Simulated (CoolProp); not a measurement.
Vapour-liquid equilibrium of R22 (1) + methanol (2) at 2.55 °C; x and y are mole fractions of (1).

Computed with CoolProp (multi-fluid Helmholtz-energy mixture model, Kamei 1995 and de Reuck 1993; pair parameters Bell 2016).

| x | bubble pressure (kPa) | y at the bubble point | dew pressure at overall composition x (kPa) | liquid density (mol/L) |
|---|---|---|---|---|
| 0.05 | 51.10 | 0.910 | 5.008 | 24.58 |
| 0.125 | 113.3 | 0.961 | 5.435 | 23.68 |
| 0.2 | 167.7 | 0.975 | 5.940 | 22.81 |
| 0.275 | 215.5 | 0.981 | 6.549 | 21.98 |
| 0.35 | 257.5 | 0.985 | 7.298 | 21.17 |
| 0.425 | 294.7 | 0.988 | 8.243 | 20.39 |
| 0.5 | 328.2 | 0.990 | 9.470 | 19.62 |
| 0.575 | 358.8 | 0.991 | 11.13 | 18.87 |
| 0.65 | 387.6 | 0.993 | 13.49 | 18.13 |
| 0.725 | 415.8 | 0.994 | 17.13 | 17.40 |
| 0.8 | 444.9 | 0.995 | 23.46 | 16.68 |
| 0.875 | 476.4 | 0.997 | 37.23 | 15.95 |
| 0.95 | 512.6 | 0.998 | 89.91 | 15.22 |

No azeotrope shows between x = 0.05 and 0.95.

The pair parameters rest on a limited set of measurements; away from them the model extrapolates. With so large a gap from Raoult's law the liquid may split in two, which this calculation doesn't test in full.
